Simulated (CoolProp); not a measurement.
Values from CoolProp's reference Helmholtz-energy equation of state, Thol 2015.

**Question.** For 1,2-dichloroethane, give the phase and the cp (kJ/(kg K)), cv (kJ/(kg K)), speed of sound (m/s), fugacity coefficient at 385.7 K and 212 bar; 442.8 K and 212 bar; 461.9 K and 212 bar.

**Answer.** 
- 385.7 K and 212 bar: liquid; cp 1.36, cv 0.941, speed of sound 991, fugacity coefficient 0.0185
- 442.8 K and 212 bar: liquid; cp 1.42, cv 0.982, speed of sound 813, fugacity coefficient 0.0591
- 461.9 K and 212 bar: liquid; cp 1.44, cv 0.998, speed of sound 757, fugacity coefficient 0.0802
